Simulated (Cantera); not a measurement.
Charge: 1 mol (CH₃)₂SiCl₂, 1.9 mol CH₄, 700 mol H₂, held at 1548 K and 150 Pa.

Cantera equilibrium calculation (NASA polynomials, part measured and part estimated; ideal gas, pure solids and liquids). Candidate condensed phases: C, C₆H₆, C₇H₈, C₈H₁₈, Si, SiC; 109 gas species. The feed counts by its element totals alone. The numbers say what is thermodynamically allowed, not how fast it happens.

Base state: H₂ 0.996, HCl 0.00282, H 0.000794, C₂H₂ (acetylene) 1.56e-5 (mole fractions); condensed: C(graphite) + SiC(s).

What changes in the equilibrium state with this change: pressure from 150 Pa to 100000 Pa?


```
species             before    after
----------------  --------  -------
H₂                   0.996    0.995
HCl                0.00282  0.00283
CH₄                3.06e-6  0.00203
H                 0.000794  3.07e-5
C₂H₂ (acetylene)   1.56e-5  1.56e-5
C(graphite), mol      2.88     1.44
SiC(s), mol          1.000    1.000
```
